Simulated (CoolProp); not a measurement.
Vapour-liquid equilibrium of carbonyl sulfide (1) + propane (2) at 0.369 MPa; x and y are mole fractions of (1).

Model: multi-fluid Helmholtz-energy mixture model, Lemmon 2006 and Lemmon 2009; pair parameters Bell 2016, in CoolProp.

```tsv
x	bubble temperature (°C)	y at the bubble point	dew temperature at overall composition x (°C)	liquid density (mol/L)
0.05	-8.8	0.072	-8.5	12.45
0.15	-10.2	0.200	-9.6	12.92
0.25	-11.3	0.313	-10.7	13.41
0.35	-12.3	0.418	-11.7	13.94
0.45	-13.2	0.518	-12.6	14.50
0.55	-14.1	0.613	-13.5	15.09
0.65	-14.9	0.706	-14.4	15.73
0.75	-15.7	0.796	-15.3	16.41
0.85	-16.5	0.882	-16.2	17.14
0.95	-17.3	0.962	-17.2	17.92
```

No azeotrope shows between x = 0.05 and 0.95.

The pair parameters rest on a limited set of measurements; away from them the model extrapolates.
